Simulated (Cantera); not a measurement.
Charge: 1 mol SiCl₄, 0.091 mol O₂, 5.1 mol N₂, 4.1 mol N₂O, held at 1850 K and 7.50 Torr.

Equilibrium computed with Cantera from the NASA thermochemical tables; the gas is ideal and each condensed phase is pure. Candidate condensed phases: Si, SiO₂, Si₂N₂O, Si₃N₄; 23 gas species. The tables hold silica as quartz up to 1696 K and as liquid above; real silica turns to tridymite and cristobalite and melts near 1996 K. Kinetics and transport are ignored.

Question: What is the equilibrium state?

Answer: 
- x(N₂): 0.643
- x(Cl): 0.271
- x(O₂): 0.0782
- x(Cl₂): 0.00465
- x(NO): 0.00270
- x(O): 0.000539
- x(ClO): 0.000129
- x(SiO): 1.71e-6
- x(SiO₂): 1.55e-6
- n(SiO₂(condensed)): 1.000 mol
- gas amount: 14.28 mol
- log10 activity of Si(l) (absent): -13.26
